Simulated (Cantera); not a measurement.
## Ignition delay

Mixture: CH4 : C2H6 : C3H8 : O2 : N2 = 1 : 0.038 : 0.09 : 1.36 : 5.11 (molar parts), at 100000 Pa, adiabatic and at constant pressure. Ignition delay is the time to a rise of 400 K.

Cantera simulation using GRI-Mech 3.0 (53 species, 325 reactions); the numbers are that mechanism's predictions, not measurements.

```
T0 (K)  delay (ms)
------  ----------
1075           102
1150          27.5
1225          7.67
1300          2.41
1375         0.880
1450         0.375
1525         0.183
```

* **apparent activation energy between 1375 and 1525 K**: 180 kJ/mol
